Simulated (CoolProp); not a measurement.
A closed Brayton cycle with nitrogen: compressor inlet 320.15 K and 4.1 MPa, high pressure 8.99 MPa, turbine inlet 825 K, compressor efficiency 0.89, turbine efficiency 0.93, recuperator effectiveness 0 (on enthalpy, no pinch check). Each further row changes one setting.

Values from CoolProp's reference Helmholtz-energy equation of state, Span 2000.

```csv
case,thermal efficiency (%),net work (kJ/kg),compressor to turbine work,compressor exit (K),turbine exit (K)
as stated,15.2,69.8,0.58,411.8,679.4
turbine inlet 775 K,14.8,59.7,0.62,411.8,636.8
compressor inlet 330.15 K,15.0,66.6,0.60,424.5,679.4
high pressure 7.64 MPa,12.5,59.9,0.55,391.1,707.5
recuperator effectiveness 0.5,22.2,69.8,0.58,411.8,679.4
```
